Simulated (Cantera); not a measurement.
An isothermal, constant-pressure homogeneous reactor starts with 3.03 % C₂H₆, 97.0 % N₂, at 1325 K and 0.000110 bar.

Cantera simulation using GRI-Mech 3.0 (53 species, 325 reactions); the numbers are that mechanism's predictions, not measurements. GRI-Mech 3.0 stops at C3 and has no aromatics, soot or wall deposition, so with more carbon than oxygen in the feed, carbon stays in small species such as C2H2 where larger ones or solid carbon would form. Radical loss at walls, strong at low pressure, is not modelled.

Predict: x(C₂H₆) at 80.0 s; x(C₂H) at 80.0 s; x(C₂H₂) at 80.0 s; x(HCN) at 80.0 s; x(H₂) at 80.0 s; x(C₂H₄) at 80.0 s.


```json
{
  "x(C₂H₆) at 80.0 s": "4.66e-7 (gas-phase equilibrium <1e-12)",
  "x(C₂H) at 80.0 s": "4.54e-9 (gas-phase equilibrium 3.41e-9)",
  "x(C₂H₂) at 80.0 s": "0.0221 (gas-phase equilibrium 0.00946)",
  "x(HCN) at 80.0 s": "4.91e-7 (gas-phase equilibrium 0.0382)",
  "x(H₂) at 80.0 s": "0.0413 (gas-phase equilibrium 0.0571)",
  "x(C₂H₄) at 80.0 s": "0.00196 (gas-phase equilibrium 1.22e-7)"
}
```
